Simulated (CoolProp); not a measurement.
Model: reference Helmholtz-energy equation of state, Gao 2020, in CoolProp.

### Question
For ammonia, give the phase and the cv (kJ/(kg K)), Joule-Thomson coefficient (K/MPa), conductivity (mW/(m K)), fugacity coefficient at 119.35 °C and 23400 kPa; 233.05 °C and 23400 kPa; 318.25 °C and 23400 kPa.

### Answer
- 119.35 °C and 23400 kPa: liquid; cv 2.71, Joule-Thomson coefficient 0.314, conductivity 303, fugacity coefficient 0.309
- 233.05 °C and 23400 kPa: supercritical; cv 2.52, Joule-Thomson coefficient 3.35, conductivity 100, fugacity coefficient 0.702
- 318.25 °C and 23400 kPa: supercritical; cv 2.41, Joule-Thomson coefficient 2.65, conductivity 92.8, fugacity coefficient 0.836

Thermal conductivity comes from a separate model (Tufeu 1984).
